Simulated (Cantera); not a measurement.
Charge: 1 mol Cr2O3, a varied amount of H2, at 1948.15 K and 1.00 bar.

Equilibrium computed with Cantera from the NASA thermochemical tables; the gas is ideal and each condensed phase is pure. Candidate condensed phases: Cr, Cr2O3, H2O; 13 gas species. Mutual solubility and eutectic melting of coexisting phases are not modelled. The numbers say what is thermodynamically allowed, not how fast it happens.

log p: log10 of the partial pressure in bar; n: condensed amount in mol.

```tsv
n(H2) (mol)	log p H2	log p H2O	log p H	log p Cr	log p CrO	log p OH	n Cr(s)	n Cr2O3(s)
4.6	-0.01	-1.92	-2.95	-3.20	-5.31	-5.91	…	0.982
10	-0.01	-1.92	-2.95	-3.20	-5.31	-5.91	…	0.960
22	-0.01	-1.92	-2.95	-3.20	-5.31	-5.91	…	0.912
48	-0.01	-1.92	-2.95	-3.20	-5.31	-5.91	…	0.807
100	-0.01	-1.92	-2.95	-3.20	-5.31	-5.91	…	0.599
230	-0.01	-1.92	-2.95	-3.20	-5.31	-5.91	1.70	0.0774
500	0.00	-2.22	-2.95	-3.20	-5.62	-6.21	1.68	0
1100	0.00	-2.57	-2.95	-3.20	-5.96	-6.55	…	0
```

Task: Complete the blanks.

Result: 
- 4.6, n Cr(s): 0.0340
- 10, n Cr(s): 0.0739
- 22, n Cr(s): 0.163
- 48, n Cr(s): 0.355
- 100, n Cr(s): 0.739
- 1100, n Cr(s): 1.31
